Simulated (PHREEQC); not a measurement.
Consider water at 44 °C with 0.37 mol MnCl2 per kg of water. Closed to the air; pH follows from the charge balance.

Computed with PHREEQC (ion-association model, phreeqc.dat).

This is a speciation only: nothing precipitates in the calculation.

Question: Estimate the pH, activity of water.

Answer: pH 5.60; activity of water 0.984.

Question: In which forms is Cl present?

Answer: Cl- 81 %, MnCl+ 16 %, MnCl2 2.6 %, MnCl3- 0.7 % of the Cl.

Caution: at this ionic strength the ion-association model is outside its range; a Pitzer model would be the better tool where its parameters exist. Complexes and solids missing from the database can't appear. Away from 25 °C the constants follow the database's enthalpies or fits; those with neither stay at their 25 °C values.
